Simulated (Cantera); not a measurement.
Charge: 1 mol NiS, 7.5 mol H2, equilibrated at 1 atm.

Method: chemical equilibrium by Gibbs-energy minimisation in Cantera with the NASA 1993 tables (ideal gas, pure condensed phases). Candidate condensed phases: Ni, NiS, NiS2, Ni3S2, Ni3S4, S; 9 gas species. Gases not in the tables: S3 to S7. The numbers say what is thermodynamically allowed, not how fast it happens.

Question: Which condensed phases are stable at each of these points (T (K)): 625, 725, 825, 925, 1025, 1125, 1225, 1325, 1425, 1525, 1625, 1725, 1825?

Answer: 
```tsv
T (K)	condensed phases	Ni condensed (%)
625	Ni3S2(s)	100.0
725	Ni3S2(s)	100.0
825	Ni3S2(s)	100.0
925	Ni3S2(s)	100.0
1025	Ni3S2(s)	100.0
1125	Ni3S2(l)	100.0
1225	Ni3S2(l)	100.0
1325	Ni3S2(l)	100.0
1425	Ni3S2(l)	100.0
1525	Ni3S2(l)	100.0
1625	Ni3S2(l)	100.0
1725	Ni3S2(l)	100.0
1825	Ni3S2(l)	100.0
```

From 625 K to 1025 K the condensed part is Ni3S2(s). From 1125 K to 1825 K the condensed part is Ni3S2(l).
